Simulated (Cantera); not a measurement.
A Cantera script and its output.

```python
import numpy as np
import cantera as ct

gas = ct.Solution("gri30.yaml")
gas.TPX = 450, 980000, {'C3H8': 1, 'O2': 5.75, 'N2': 18.4, 'H2O': 0.52}
flame = ct.FreeFlame(gas, width=0.0081)
flame.set_refine_criteria(ratio=3, slope=0.08, curve=0.16)
flame.transport_model = "mixture-averaged"
flame.solve(loglevel=0, auto=True)
z, T = flame.grid, flame.T
thick = (T[-1] - T[0]) / np.gradient(T, z).max()
show = ['C3H8', 'O2', 'H2O', 'NO', 'CH2', 'OH']
print(f"laminar burning velocity  {flame.velocity[0] * 100:.3f} cm/s")
print(f"burnt temperature         {T[-1]:.1f} K")
print(f"thermal thickness         {thick * 1e3:.4f} mm")
print(f"grid points               {len(z)}")
z0 = z[flame.heat_release_rate.argmax()]
print(f"{'z/mm':>9s}{'T/K':>9s}{'u/(m/s)':>9s}" + "".join(f"{s:>11s}" for s in show))
rows = []
for k in (-3, -2, -1.5, -1, -0.5, -0.25, 0, 0.25, 0.5, 1, 2, 4, 8):
    zz = z0 + k * thick
    rows.append([k * thick, np.interp(zz, z, T), np.interp(zz, z, flame.velocity),
                 *(np.interp(zz, z, flame.X[gas.species_index(s)]) for s in show)])
    print(f"{rows[-1][0] * 1e3:9.3f}{rows[-1][1]:9.1f}{rows[-1][2]:9.3f}" + "".join(f"{x:11.3e}" for x in rows[-1][3:]))
```

Result:

```
laminar burning velocity  52.630 cm/s
burnt temperature         2388.0 K
thermal thickness         0.0472 mm
grid points               158
     z/mm      T/K  u/(m/s)       C3H8         O2        H2O         NO        CH2         OH
   -0.142    450.2    0.527  3.894e-02  2.239e-01  2.029e-02  1.261e-10  3.719e-23  6.627e-14
   -0.094    452.3    0.530  3.890e-02  2.234e-01  2.069e-02  1.591e-09  8.805e-20  1.585e-11
   -0.071    461.0    0.541  3.883e-02  2.223e-01  2.210e-02  8.278e-09  2.114e-17  5.988e-10
   -0.047    525.2    0.620  3.825e-02  2.155e-01  3.049e-02  7.999e-08  8.336e-14  6.148e-08
   -0.024    922.3    1.114  2.925e-02  1.744e-01  6.962e-02  1.470e-06  7.632e-09  8.122e-06
   -0.012   1352.5    1.674  1.237e-02  1.285e-01  1.055e-01  4.680e-06  1.367e-06  1.289e-04
    0.000   1792.4    2.253  4.404e-04  7.983e-02  1.389e-01  9.806e-06  2.628e-05  1.785e-03
    0.012   2013.4    2.522  2.709e-07  5.381e-02  1.523e-01  1.683e-05  1.165e-05  5.495e-03
    0.024   2115.1    2.631  3.395e-11  4.376e-02  1.558e-01  2.334e-05  8.218e-07  7.221e-03
    0.047   2225.2    2.746  4.142e-18  3.631e-02  1.591e-01  3.318e-05  2.877e-09  7.371e-03
    0.094   2316.0    2.841  2.014e-26  3.155e-02  1.632e-01  4.751e-05  2.902e-12  6.208e-03
    0.189   2368.6    2.896  1.010e-35  2.898e-02  1.661e-01  6.810e-05  1.400e-13  5.012e-03
    0.378   2386.8    2.915 -7.734e-37  2.805e-02  1.671e-01  1.012e-04  6.459e-15  4.526e-03
```

Computed with Cantera and GRI-Mech 3.0 (53 species, 325 reactions). GRI-Mech 3.0 was tuned for natural gas; its chemistry of propane as a main component is partial and can be far from experiment. Burning velocities carry a grid error of a few per cent, more on coarse grids.
